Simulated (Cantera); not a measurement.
A closed system holds: 1 mol BN, 10 mol HF, 1.2 mol N2, at 1973.15 K and 0.000520 bar.

These are equilibrium values from Cantera (NASA tables, ideal gas, pure condensed phases), not measurements of a reactor. Candidate condensed phases: B, BN; 31 gas species. The tables' values for BF2 are old estimates; treat these amounts as uncertain. The numbers say what is thermodynamically allowed, not how fast it happens.

Base state: HF 0.632, N2 0.149, H2 0.112, BF3 0.0707, H 0.0198, BF2 0.0146, BF 0.00219, BHF2 9.84e-5 (mole fractions); condensed: gas only.

What changes in the equilibrium state with this change: temperature from 1973.15 K to 1198.15 K?


```csv
species,before,after
HF,0.632,0.625
N2,0.149,0.152
H2,0.112,0.134
H,0.0198,3.06e-6
BF3,0.0707,0.0893
BF2,0.0146,5.27e-7
BF,0.00219,<1e-9
F,4.12e-5,<1e-9
```

What changes in the equilibrium state with this change: temperature from 1973.15 K to 1925 K?


```
species   before    after
-------  -------  -------
HF         0.632    0.630
N2         0.149    0.150
H2         0.112    0.118
H         0.0198   0.0144
BF3       0.0707   0.0759
BF2       0.0146   0.0108
F        4.12e-5  2.30e-5
BF       0.00219  0.00124
```
